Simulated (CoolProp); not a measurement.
A Linde-Hampson liquefier for carbon monoxide: isothermal reversible compression at 300 K from 1 atm to 40 MPa, throttling to 1 atm, return gas leaving the recuperator 0 K below the feed. Each further row changes one setting.

Values from CoolProp's reference Helmholtz-energy equation of state, Lemmon 2006. It is a short technical equation, of lower accuracy than the large ones.

| case | liquid yield per pass | compression work (kJ/kg of gas) |
|---|---|---|
| as stated | 0.105 | 539 |
| high pressure 80 MPa | 0.067 | 629 |
| warm-end temperature 330 K | 0.078 | 597 |
| warm-end gap 5 K | 0.095 | 539 |
